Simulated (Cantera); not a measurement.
Thermodynamics of fluorocarbon and chlorocarbon gases, feed CHF3 + F2 + H2

Input: 1 mol CHF3, 0.021 mol F2, a varied amount of H2, held at 1425 °C and 7.10e-5 bar.

These are equilibrium values from Cantera (NASA tables, ideal gas, pure condensed phases), not measurements of a reactor. Candidate condensed phases: C, C6H6, C7H8, C8H18; 95 gas species. Gases not in the tables: C2F6 and larger saturated fluorocarbons. Rates play no part.

From 0.9 mol H2 to 17 mol H2 the condensed part is C(graphite). The main C-bearing gas is CF4 at 0.9 mol H2 and C2H2 (acetylene) at 17 mol H2.

| n(H2) (mol) | log p HF | log p H2 | log p F | log p H | log p CF4 | log p CF2 | log p CF3 | log p C2H2 (acetylene) | n C(graphite) |
|---|---|---|---|---|---|---|---|---|---|
| 0.9 | -4.17 | -12.18 | -5.93 | -9.93 | -6.04 | -6.26 | -8.12 | <-16 | 0.940 |
| 1.5 | -4.21 | -5.03 | -9.55 | -6.35 | <-16 | -13.51 | <-16 | -9.17 | 1.000 |
| 2.4 | -4.31 | -4.66 | -9.83 | -6.17 | <-16 | -14.07 | <-16 | -8.81 | 1.000 |
| 3.9 | -4.44 | -4.47 | -10.06 | -6.07 | <-16 | -14.52 | <-16 | -8.61 | 1.000 |
| 6.4 | -4.59 | -4.35 | -10.27 | -6.01 | <-16 | -14.94 | <-16 | -8.49 | 0.999 |
| 10 | -4.75 | -4.28 | -10.46 | -5.98 | <-16 | -15.32 | <-16 | -8.42 | 0.999 |
| 17 | -4.95 | -4.23 | -10.68 | -5.96 | <-16 | -15.77 | <-16 | -8.37 | 0.998 |
log p: log10 of the partial pressure in bar; n: condensed amount in mol.
